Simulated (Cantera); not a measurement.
An isothermal, constant-pressure homogeneous reactor starts with NH3 : H2 = 1 : 0.17 (molar parts), at 1375 K and 19000 Pa. Integrator tolerance rtol = 1e-08.

Detailed kinetics in Cantera: the gas-phase N/H chemistry of the illustrative SiF4/NH3 mechanism in the Surface Chemkin manual (1991). Walls and surfaces, which speed up NH3 decomposition in real reactors, are not modelled.

Q: What does this change do: pressure from 19000 Pa to 170000 Pa?

A: 
```json
[
 {"quantity": "x(NH3) at 30.0 s", "before": "0.830 (gas-phase equilibrium 5.65e-6)", "after": "0.793 (gas-phase equilibrium 5.06e-5)"},
 {"quantity": "x(H2) at 30.0 s", "before": "0.163 (gas-phase equilibrium 0.770)", "after": "0.191 (gas-phase equilibrium 0.770)"},
 {"quantity": "x(N2) at 30.0 s", "before": "0.00666 (gas-phase equilibrium 0.230)", "after": "0.0167 (gas-phase equilibrium 0.230)"},
 {"quantity": "x(N) at 30.0 s", "before": "2.67e-10 (gas-phase equilibrium <1e-12)", "after": "4.15e-11 (gas-phase equilibrium <1e-12)"},
 {"quantity": "x(NH2) at 30.0 s", "before": "1.49e-5 (gas-phase equilibrium 1.00e-10)", "after": "7.55e-6 (gas-phase equilibrium 3.00e-10)"}
]
```
